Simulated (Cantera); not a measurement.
An adiabatic, constant-volume homogeneous reactor starts with 9.51 % CH4, 19.0 % O2, 71.5 % N2, at 1748 K and 7500 Torr.

Computed with Cantera and GRI-Mech 3.0 (53 species, 325 reactions). Above 3000 K some thermodynamic fits are extrapolated.

Predict: time of steepest temperature rise; temperature at 5.00 s; equilibrium temperature; x(O2) at 5.00 s; x(H2O) at 5.00 s; x(HCN) at 5.00 s.


- time of steepest temperature rise = 21.9 µs
- temperature at 5.00 s = 3188 K
- equilibrium temperature = 3188 K
- x(O2) at 5.00 s = 0.0182 (gas-phase equilibrium 0.0182)
- x(H2O) at 5.00 s = 0.144 (gas-phase equilibrium 0.144)
- x(HCN) at 5.00 s = 2.97e-8 (gas-phase equilibrium 2.97e-8)
